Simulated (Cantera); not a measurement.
What does this Cantera script print?

```python
import numpy as np
import cantera as ct

gas_names = """
    C CH CH2 CH3 CH2OH CH3O CH4 CH3OH CO CO2 COOH C2 C2H CHCO,ketyl C2H2,acetylene C2H2,vinylidene
    CH2CO,ketene C2H3,vinyl CH3CO,acetyl C2H4 C2H4O,ethylen CH3CHO,ethanal CH3COOH (HCOOH)2 C2H5 C2H6
    CH3OCH3 C2H5OH C2O C3 C3H3,propargyl C3H4,allene C3H4,propyne C3H4,cyclo- C3H5,allyl C3H6,propylene
    C3H6,cyclo- C3H6O C3H7,n-propyl C3H7,i-propyl C3H8 C3H8O,1propanol C3H8O,2propanol C3O2 C4 C4H2
    C4H4,1,3-cyclo- C4H6,butadiene C4H6,2-butyne C4H6,cyclo- C4H8,1-butene C4H8,cis2-buten
    C4H8,tr2-butene C4H8,isobutene C4H8,cyclo- (CH3COOH)2 C4H9,n-butyl C4H9,i-butyl C4H9,s-butyl
    C4H9,t-butyl C4H10,isobutane C4H10,n-butane C5 C5H6,1,3cyclo- C5H8,cyclo- C5H10,1-pentene
    C5H10,cyclo- C5H11,pentyl C5H11,t-pentyl C5H12,n-pentane C5H12,i-pentane CH3C(CH3)2CH3 C6H2
    C6H5,phenyl C6H5O,phenoxy C6H6 C6H5OH,phenol C6H10,cyclo- C6H12,1-hexene C6H12,cyclo- C6H13,n-hexyl
    C7H7,benzyl C7H8 C7H8O,cresol C7H14,1-heptene C7H15,n-heptyl C7H16,n-heptane C8H8,styrene
    C8H10,ethylbenz C8H16,1-octene C8H17,n-octyl C8H18,isooctane C8H18,n-octane C9H19,n-nonyl
    C10H8,naphthale C10H21,n-decyl C12H9,o-bipheny C12H10,bipheny H HCO HO2 H2 HCHO,formaldehy HCOOH H2O
    H2O2 O OH O2 O3
""".split()
cond_names = """
    C(gr) C6H6(L) C7H8(L) C8H18(L),n-octa H2O(s) H2O(L)
""".split()


def load(file, names, dense=False):
    # The tables refer to 1 bar. Condensed volumes are neglected.
    table = {s.name: s for s in ct.Species.list_from_file(file)}
    out = []
    for n in names:
        d = dict(table[n].input_data)
        d["thermo"] = dict(d["thermo"], **{"reference-pressure": 1e5})
        if dense:
            d["equation-of-state"] = {"model": "constant-volume", "density": "1e6 g/cm^3"}
        out.append(ct.Species.from_dict(d))
    return out


gas = ct.Solution(thermo="ideal-gas", species=load("nasa_gas.yaml", gas_names))
cond = {s.name: ct.Solution(thermo="fixed-stoichiometry", species=[s], name=s.name)
        for s in load("nasa_condensed.yaml", cond_names, dense=True)}
atoms = {
    'C': {'C': 1},
    'H2O': {'H': 2, 'O': 1},
}
top_T = {'C(gr)': 4500}  # K; cautious upper limits of use, not melting points


def equilibrate(T, P, feed):
    n = {}
    for name, mol in feed.items():
        for a, k in atoms[name].items():
            n[a] = n.get(a, 0.0) + k * mol
    gas.TPX = T, P, n
    mass = sum(n.values()) * gas.mean_molecular_weight
    gas.equilibrate("TP")
    valid = [c for c in cond.values() if c.min_temp <= T <= top_T.get(c.name, c.max_temp)]
    mix = ct.Mixture([(gas, mass / gas.mean_molecular_weight)] + [(c, 0.0) for c in valid])
    mix.T, mix.P = T, P
    mix.equilibrate("TP", solver="vcs", rtol=1e-11, max_steps=5000)
    return mix


results = []
feed = {'C': 1, 'H2O': 0.21}  # mol
P = 520000  # Pa
for T in [798, 848, 898, 948, 998, 1048, 1098, 1148, 1198, 1248, 1298, 1348, 1398, 1448]:
    mix = equilibrate(T, P, feed)
    results.append((T, P, feed, dict(zip(mix.species_names, mix.species_moles))))
    x = sorted(zip(gas.X, gas.species_names), reverse=True)
    print(f"T = {T:g} K  P = {P:g} Pa  gas = {mix.phase_moles(0):.4g} mol")
    print("   x: " + "  ".join(f"{s} {v:.3e}" for v, s in x if v > 0.0001))
    print("   condensed (mol): " + ("  ".join(f"{mix.phase(i).name} {mix.phase_moles(i):.4g}"
          for i in range(1, mix.n_phases) if mix.phase_moles(i) > 1e-12) or "none"))
```

Result:

```
T = 798 K  P = 520000 Pa  gas = 0.2302 mol
   x: H2O 4.132e-01  CO2 2.391e-01  CH4 1.723e-01  H2 1.545e-01  CO 2.089e-02
   condensed (mol): C(gr) 0.9005
T = 848 K  P = 520000 Pa  gas = 0.2409 mol
   x: H2O 3.607e-01  CO2 2.334e-01  H2 2.119e-01  CH4 1.496e-01  CO 4.435e-02
   condensed (mol): C(gr) 0.8971
T = 898 K  P = 520000 Pa  gas = 0.2556 mol
   x: H2O 3.021e-01  H2 2.724e-01  CO2 2.176e-01  CH4 1.236e-01  CO 8.438e-02
   condensed (mol): C(gr) 0.8912
T = 948 K  P = 520000 Pa  gas = 0.2752 mol
   x: H2 3.296e-01  H2O 2.395e-01  CO2 1.896e-01  CO 1.443e-01  CH4 9.696e-02
   condensed (mol): C(gr) 0.8814
T = 998 K  P = 520000 Pa  gas = 0.2998 mol
   x: H2 3.779e-01  CO 2.214e-01  H2O 1.776e-01  CO2 1.507e-01  CH4 7.243e-02
   condensed (mol): C(gr) 0.8667
T = 1048 K  P = 520000 Pa  gas = 0.3277 mol
   x: H2 4.141e-01  CO 3.044e-01  H2O 1.225e-01  CO2 1.069e-01  CH4 5.206e-02
   condensed (mol): C(gr) 0.8481
T = 1098 K  P = 520000 Pa  gas = 0.3549 mol
   x: H2 4.392e-01  CO 3.773e-01  H2O 7.921e-02  CO2 6.759e-02  CH4 3.666e-02
   condensed (mol): C(gr) 0.8291
T = 1148 K  P = 520000 Pa  gas = 0.3771 mol
   x: H2 4.564e-01  CO 4.298e-01  H2O 4.903e-02  CO2 3.907e-02  CH4 2.577e-02
   condensed (mol): C(gr) 0.8135
T = 1198 K  P = 520000 Pa  gas = 0.3926 mol
   x: H2 4.684e-01  CO 4.619e-01  H2O 2.986e-02  CO2 2.156e-02  CH4 1.830e-02
   condensed (mol): C(gr) 0.803
T = 1248 K  P = 520000 Pa  gas = 0.4026 mol
   x: CO 4.797e-01  H2 4.770e-01  H2O 1.830e-02  CH4 1.319e-02  CO2 1.182e-02
   condensed (mol): C(gr) 0.7968
T = 1298 K  P = 520000 Pa  gas = 0.4087 mol
   x: CO 4.892e-01  H2 4.831e-01  H2O 1.142e-02  CH4 9.667e-03  CO2 6.593e-03
   condensed (mol): C(gr) 0.7934
T = 1348 K  P = 520000 Pa  gas = 0.4124 mol
   x: CO 4.943e-01  H2 4.874e-01  H2O 7.308e-03  CH4 7.208e-03  CO2 3.787e-03
   condensed (mol): C(gr) 0.7916
T = 1398 K  P = 520000 Pa  gas = 0.4148 mol
   x: CO 4.970e-01  H2 4.905e-01  CH4 5.465e-03  H2O 4.800e-03  CO2 2.249e-03
   condensed (mol): C(gr) 0.7907
T = 1448 K  P = 520000 Pa  gas = 0.4163 mol
   x: CO 4.984e-01  H2 4.927e-01  CH4 4.212e-03  H2O 3.236e-03  CO2 1.381e-03
   condensed (mol): C(gr) 0.7902
```

Method: chemical equilibrium by Gibbs-energy minimisation in Cantera with the NASA 1993 tables (ideal gas, pure condensed phases).
